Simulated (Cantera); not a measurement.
Cantera run, input and output.

```python
import numpy as np
import cantera as ct

gas = ct.Solution("gri30.yaml")
gas.TPX = 1498, 1000000, {'CH3OH': 1, 'O2': 0.625, 'N2': 2.35}
reactor = ct.IdealGasConstPressureReactor(gas, energy="on", clone=False)
net = ct.ReactorNet([reactor])
net.rtol, net.atol = 1e-08, 1e-16
show = ['CH3OH', 'O2', 'N2O', 'CH4', 'NO']
times = np.geomspace(1e-06, 0.1, 14)

steps = ct.SolutionArray(gas, extra=["t"])
rows = []
print(f"{'t/s':>10s}{'T/K':>9s}{'P/Pa':>11s}" + "".join(f"{s:>11s}" for s in show))
for t in times:
    while net.time < t:
        t_next = net.step()
        steps.append(gas.state, t=t_next)
    rows.append([np.interp(t, steps.t, y) for y in (steps.T, steps.P, *steps(*show).X.T)])
    print(f"{t:10.3e}{rows[-1][0]:9.1f}{rows[-1][1]:11.4g}" + "".join(f"{x:11.3e}" for x in rows[-1][2:]))
rate = np.gradient(steps.T, steps.t)
print("integrator steps:", len(steps.t))
if steps.T.max() > steps.T[0] + 200:
    print(f"time of steepest temperature rise: {steps.t[rate.argmax()]:.4e} s")
gas.TPX = 1498, 1000000, {'CH3OH': 1, 'O2': 0.625, 'N2': 2.35}
gas.equilibrate("HP")
print(f"equilibrium (HP): T = {gas.T:.1f} K  " + "  ".join(f"{s} {gas[s].X[0]:.3e}" for s in show))
```

Output:

```
       t/s      T/K       P/Pa      CH3OH         O2        N2O        CH4         NO
 1.000e-06   1498.0      1e+06  2.514e-01  1.571e-01  8.428e-11  9.104e-06  1.808e-14
 2.424e-06   1498.0      1e+06  2.512e-01  1.570e-01  5.304e-10  3.027e-05  5.181e-14
 5.878e-06   1498.5      1e+06  2.503e-01  1.565e-01  3.038e-09  7.539e-05  1.789e-13
 1.425e-05   1506.1      1e+06  2.427e-01  1.530e-01  1.783e-08  1.591e-04  1.291e-12
 3.455e-05   2450.5      1e+06  2.659e-11  2.912e-05  1.127e-08  7.208e-09  1.080e-05
 8.377e-05   2483.1      1e+06  7.466e-12  4.627e-06  8.252e-09  1.317e-09  1.265e-05
 2.031e-04   2483.7      1e+06  7.356e-12  4.359e-06  8.195e-09  1.275e-09  1.505e-05
 4.924e-04   2483.6      1e+06  7.357e-12  4.357e-06  8.253e-09  1.275e-09  2.034e-05
 1.194e-03   2483.5      1e+06  7.360e-12  4.352e-06  8.448e-09  1.276e-09  3.217e-05
 2.894e-03   2483.4      1e+06  7.366e-12  4.344e-06  9.029e-09  1.279e-09  5.368e-05
 7.017e-03   2483.2      1e+06  7.372e-12  4.336e-06  9.786e-09  1.283e-09  7.269e-05
 1.701e-02   2483.2      1e+06  7.373e-12  4.335e-06  9.936e-09  1.283e-09  7.588e-05
 4.125e-02   2483.2      1e+06  7.373e-12  4.335e-06  9.937e-09  1.283e-09  7.590e-05
 1.000e-01   2483.2      1e+06  7.373e-12  4.335e-06  9.937e-09  1.283e-09  7.590e-05
integrator steps: 1818
time of steepest temperature rise: 2.4307e-05 s
equilibrium (HP): T = 2483.2 K  CH3OH 7.562e-12  O2 4.335e-06  N2O 9.937e-09  CH4 1.442e-09  NO 7.590e-05
```

Cantera simulation using GRI-Mech 3.0 (53 species, 325 reactions); the numbers are that mechanism's predictions, not measurements. GRI-Mech 3.0 was tuned for natural gas; its chemistry of methanol as a main component is partial and can be far from experiment.
